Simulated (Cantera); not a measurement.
Cantera run, input and output.

```python
import numpy as np
import cantera as ct

gas = ct.Solution("h2o2.yaml")
gas.TPX = 1325, 100000, {'H2': 1.3, 'O2': 1, 'N2': 14}
inlet = ct.Reservoir(gas, clone=True)

reactor = ct.IdealGasConstPressureReactor(gas, energy="off", clone=False)
exhaust = ct.Reservoir(gas, clone=True)
tau = [4.5, 2.3, 1.1, 0.58, 0.3, 0.15, 0.076, 0.038, 0.019, 0.0099, 0.005][0]
for a, b in ((inlet, reactor), (reactor, exhaust)):
    ct.MassFlowController(a, b, mdot=lambda t: reactor.mass / tau)
net = ct.ReactorNet([reactor])
show = ['H2', 'O2', 'H2O2', 'H2O', 'O', 'HO2']

rows = []
print(f"{'tau/s':>10s}{'T/K':>9s}" + "".join(f"{s:>11s}" for s in show))
for tau in [4.5, 2.3, 1.1, 0.58, 0.3, 0.15, 0.076, 0.038, 0.019, 0.0099, 0.005]:
    net.initial_time = 0.0
    net.advance(30 * tau)
    before = gas.X
    net.advance(40 * tau)
    drift = np.max(np.abs(gas.X - before) / (gas.X + 1e-9))
    rows.append([gas.T, *gas[show].X, drift])
    print(f"{tau:10.3e}{gas.T:9.1f}" + "".join(f"{x:11.3e}" for x in gas[show].X))
```

Output:

```
     tau/s      T/K         H2         O2       H2O2        H2O          O        HO2
 4.500e+00   1325.0  1.963e-05  2.235e-02  5.763e-08  8.301e-02  4.595e-06  5.134e-07
 2.300e+00   1325.0  3.073e-05  2.235e-02  8.238e-08  8.299e-02  7.225e-06  7.804e-07
 1.100e+00   1325.0  5.029e-05  2.235e-02  1.205e-07  8.295e-02  1.192e-05  1.217e-06
 5.800e-01   1325.0  7.704e-05  2.236e-02  1.656e-07  8.291e-02  1.846e-05  1.759e-06
 3.000e-01   1325.0  1.194e-04  2.236e-02  2.270e-07  8.284e-02  2.898e-05  2.509e-06
 1.500e-01   1325.0  1.886e-04  2.238e-02  3.118e-07  8.274e-02  4.659e-05  3.530e-06
 7.600e-02   1325.0  2.941e-04  2.240e-02  4.189e-07  8.259e-02  7.411e-05  4.746e-06
 3.800e-02   1325.0  4.600e-04  2.245e-02  5.559e-07  8.235e-02  1.185e-04  6.143e-06
 1.900e-02   1325.0  7.144e-04  2.253e-02  7.223e-07  8.199e-02  1.885e-04  7.597e-06
 9.900e-03   1325.0  1.073e-03  2.265e-02  9.042e-07  8.148e-02  2.894e-04  8.918e-06
 5.000e-03   1325.0  1.628e-03  2.287e-02  1.115e-06  8.067e-02  4.491e-04  1.018e-05
```

Cantera simulation using the H2/O2 subset of GRI-Mech 3.0, which has no nitrogen chemistry; the numbers are that mechanism's predictions, not measurements. The temperature is held fixed by assumption; the heat of reaction is taken as removed at once.
